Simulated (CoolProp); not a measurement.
Isohexane at several states: fugacity coefficient from the reference equation and from simpler models built on Tc = 224.6 °C, pc = 3.043 MPa, ω = 0.280; each cubic takes its own stable root.

Computed with CoolProp (reference Helmholtz-energy equation of state, Lemmon 2006). It is a short technical equation, of lower accuracy than the large ones.

```json
[
 {"T (°C)": "110.45", "p (MPa)": "0.142", "phase": "gas", "reference": "0.9606", "van der Waals": "0.9744", "Redlich-Kwong": "0.9671"},
 {"T (°C)": "64.55", "p (MPa)": "0.0348", "phase": "gas", "reference": "0.9849", "van der Waals": "0.9916", "Redlich-Kwong": "0.9886"},
 {"T (°C)": "6.95", "p (MPa)": "3", "phase": "liquid", "reference": "0.004916", "van der Waals": "0.07288", "Redlich-Kwong": "0.01213"},
 {"T (°C)": "-66.65", "p (MPa)": "2.78", "phase": "liquid", "reference": "3.414e-5", "van der Waals": "0.01035", "Redlich-Kwong": "0.0001521"}
]
```
